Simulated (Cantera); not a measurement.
Input: 1 mol CCl4, 0.014 mol CH4, 0.63 mol Si, held at 2375 K and 0.0698 Torr.

These are equilibrium values from Cantera (NASA tables, ideal gas, pure condensed phases), not measurements of a reactor. The tables' values for SiCl are old estimates; treat these amounts as uncertain. Equilibrium is a limit: real reactors are often held back by kinetics, nucleation or transport.

```json
[
 {"species": "H", "before": "0.00780", "after": "0.484"},
 {"species": "Cl", "before": "0.850", "after": "0.188"},
 {"species": "Si", "before": "0.106", "after": "0.131"},
 {"species": "H2", "before": "2.85e-5", "after": "0.109"},
 {"species": "HCl", "before": "0.00434", "after": "0.0596"},
 {"species": "SiC2", "before": "0.0188", "after": "0.0233"},
 {"species": "C2H2 (acetylene)", "before": "1.77e-7", "after": "0.000680"},
 {"species": "SiH", "before": "1.76e-6", "after": "0.000135"},
 {"species": "C2H", "before": "2.63e-6", "after": "0.000163"},
 {"species": "Cl2", "before": "1.10e-5", "after": "5.38e-7"},
 {"species": "SiCl2", "before": "0.00603", "after": "0.000365"},
 {"species": "SiCl", "before": "0.00539", "after": "0.00147"},
 {"species": "C(graphite), mol", "before": "0.828", "after": "0.809"}
]
```
Gas species are given as mole fractions.

Problem. What was changed between the two runs?
A) CH4 from 0.014 to 0.028 mol
B) temperature from 2375 K to 1998 K
C) temperature from 2375 K to 2123.15 K
D) CCl4 replaced by CH3Cl

Solution. D, CCl4 replaced by CH3Cl
